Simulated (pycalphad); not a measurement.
CALPHAD calculation (pycalphad, COST 507 light-alloy database (1999)), 1 atm. These are 1990s assessments: newer ones move some temperatures and phases. Kinetics are ignored, which matters at the lower temperatures.

Molar enthalpy of Zr-1.91Si (wt.%) in equilibrium (SER reference):

```json
[
 {"T (K)": "2800", "H (kJ/mol)": "99.49", "phases": "LIQUID"},
 {"T (K)": "2680", "H (kJ/mol)": "94.54", "phases": "LIQUID"},
 {"T (K)": "2560", "H (kJ/mol)": "89.59", "phases": "LIQUID"},
 {"T (K)": "2440", "H (kJ/mol)": "84.64", "phases": "LIQUID"},
 {"T (K)": "2320", "H (kJ/mol)": "79.69", "phases": "LIQUID"},
 {"T (K)": "2200", "H (kJ/mol)": "74.74", "phases": "LIQUID"},
 {"T (K)": "2080", "H (kJ/mol)": "69.80", "phases": "LIQUID"},
 {"T (K)": "2000", "H (kJ/mol)": "66.55", "phases": "LIQUID"},
 {"T (K)": "1960", "H (kJ/mol)": "64.94", "phases": "LIQUID"},
 {"T (K)": "1840", "H (kJ/mol)": "55.66", "phases": "LIQUID + BCC_A2"},
 {"T (K)": "1800", "H (kJ/mol)": "34.24", "phases": "BCC_A2 + SIZR3"},
 {"T (K)": "1760", "H (kJ/mol)": "32.91", "phases": "BCC_A2 + SIZR3"},
 {"T (K)": "1720", "H (kJ/mol)": "31.60", "phases": "BCC_A2 + SIZR3"},
 {"T (K)": "1600", "H (kJ/mol)": "27.72", "phases": "BCC_A2 + SIZR3"},
 {"T (K)": "1480", "H (kJ/mol)": "23.96", "phases": "BCC_A2 + SIZR3"},
 {"T (K)": "1360", "H (kJ/mol)": "20.29", "phases": "BCC_A2 + SIZR3"},
 {"T (K)": "1240", "H (kJ/mol)": "16.71", "phases": "BCC_A2 + SIZR3"},
 {"T (K)": "1120", "H (kJ/mol)": "9.99", "phases": "HCP_A3 + SIZR3"},
 {"T (K)": "1000", "H (kJ/mol)": "6.03", "phases": "HCP_A3 + SIZR3"},
 {"T (K)": "880", "H (kJ/mol)": "2.19", "phases": "HCP_A3 + SIZR3"},
 {"T (K)": "760", "H (kJ/mol)": "-1.52", "phases": "HCP_A3 + SIZR3"},
 {"T (K)": "640", "H (kJ/mol)": "-5.10", "phases": "HCP_A3 + SIZR3"},
 {"T (K)": "520", "H (kJ/mol)": "-8.54", "phases": "HCP_A3 + SIZR3"}
]
```

Cooling from 1960 K to 1800 K, across the freezing range, releases 30.7 kJ/mol, or 351 J/g. The slope is 40 J/(mol K) in the liquid and 33 J/(mol K) just below the solidus, where it includes any heat of precipitation. Liquidus 1938 K, solidus 1814 K. Changes were sought between steps of 40 K, so a narrower field can be missed.

Database names, with the compositions (at.%) that they take in these runs: SIZR3: Zr 75 Si 25. BCC_A2 is bcc; HCP_A3 is hcp.
